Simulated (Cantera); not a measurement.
A closed system holds: 1 mol Pb, 0.34 mol H2, at 3.10 mbar.

Equilibrium computed with Cantera from the NASA thermochemical tables; the gas is ideal and each condensed phase is pure. Candidate condensed phases: Pb; 4 gas species. Equilibrium is a limit: real reactors are often held back by kinetics, nucleation or transport.

x: gas mole fraction; n: condensed amount in mol.

| T (K) | x H2 | x Pb | x Pb2 | x H | n Pb(l) |
|---|---|---|---|---|---|
| 1173 | 0.864 | 0.136 | … | 1.97e-6 | 0.946 |
| 1198 | 0.799 | 0.201 | … | 3.05e-6 | 0.914 |
| 1223 | 0.707 | 0.293 | … | 4.54e-6 | 0.859 |
| 1248 | 0.581 | 0.419 | … | 6.39e-6 | 0.754 |
| 1273 | 0.408 | 0.592 | … | 8.18e-6 | 0.506 |
| 1298 | 0.254 | 0.746 | … | 9.69e-6 | 0 |
| 1323 | 0.254 | 0.746 | … | 1.43e-5 | 0 |
| 1348 | 0.254 | 0.746 | … | 2.09e-5 | 0 |
| 1373 | 0.254 | 0.746 | … | 3.01e-5 | 0 |

Question: Fill in the missing entries.

Answer: 
- 1173, x Pb2: 3.82e-6
- 1198, x Pb2: 7.35e-6
- 1223, x Pb2: 1.37e-5
- 1248, x Pb2: 2.50e-5
- 1273, x Pb2: 4.44e-5
- 1298, x Pb2: 6.32e-5
- 1323, x Pb2: 5.68e-5
- 1348, x Pb2: 5.12e-5
- 1373, x Pb2: 4.64e-5
